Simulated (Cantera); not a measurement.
Feed: 1 mol B₂H₆, 2.1 mol NH₃, 180 mol H₂, held at 0.000590 bar.

Equilibrium computed with Cantera from the NASA thermochemical tables; the gas is ideal and each condensed phase is pure. Candidate condensed phases: B, BN; 15 gas species. The feed counts by its element totals alone. Mutual solubility and eutectic melting of coexisting phases are not modelled. The tables' values for BH₂ are old estimates; treat these amounts as uncertain. Equilibrium is a limit: real reactors are often held back by kinetics, nucleation or transport.

x: gas mole fraction; n: condensed amount in mol.

| T (°C) | x H₂ | x H | x N₂ | x BH₂ | x B | x BH | x BH₃ | n BN(s) | n B(s) |
|---|---|---|---|---|---|---|---|---|---|
| 900 | 1.000 | 4.85e-6 | 0.000269 | 8.84e-11 | <1e-12 | <1e-12 | 1.34e-11 | 2.00 | 0 |
| 950 | 1.000 | 1.24e-5 | 0.000269 | 5.73e-10 | <1e-12 | <1e-12 | 5.65e-11 | 2.00 | 0 |
| 1000 | 1.000 | 2.94e-5 | 0.000269 | 3.20e-9 | <1e-12 | <1e-12 | 2.12e-10 | 2.00 | 0 |
| 1050 | 1.000 | 6.53e-5 | 0.000269 | 1.57e-8 | <1e-12 | <1e-12 | 7.17e-10 | 2.00 | 0 |
| 1100 | 1.000 | 0.000137 | 0.000269 | 6.82e-8 | … | 2.40e-12 | 2.22e-9 | 2.00 | 0 |
| 1150 | 0.999 | 0.000273 | 0.000269 | 2.67e-7 | … | 1.99e-11 | 6.33e-9 | 2.00 | 0 |
| 1200 | 0.999 | 0.000521 | 0.000269 | 9.54e-7 | … | 1.42e-10 | 1.68e-8 | 2.00 | 0 |
| 1250 | 0.999 | 0.000951 | 0.000270 | 3.12e-6 | … | 8.91e-10 | 4.15e-8 | 2.00 | 0 |
| 1300 | 0.998 | 0.00167 | 0.000273 | 9.43e-6 | … | 4.94e-9 | 9.65e-8 | 2.00 | 0 |
| 1350 | 0.997 | 0.00284 | 0.000281 | 2.63e-5 | … | 2.44e-8 | 2.10e-7 | 2.00 | 0 |
| 1400 | 0.995 | 0.00468 | 0.000577 | 4.88e-5 | … | 7.73e-8 | 3.09e-7 | 1.88 | 0.106 |
| 1450 | 0.991 | 0.00747 | 0.00163 | 7.26e-5 | … | 1.91e-7 | 3.70e-7 | 1.49 | 0.497 |
| 1500 | 0.984 | 0.0116 | 0.00435 | 0.000105 | … | 4.47e-7 | 4.35e-7 | 0.465 | 1.51 |

Question: What belongs in the gaps?

Answer: 
- 1100, x B: 1.52e-12
- 1150, x B: 1.83e-11
- 1200, x B: 1.86e-10
- 1250, x B: 1.61e-9
- 1300, x B: 1.21e-8
- 1350, x B: 7.98e-8
- 1400, x B: 3.32e-7
- 1450, x B: 1.06e-6
- 1500, x B: 3.16e-6
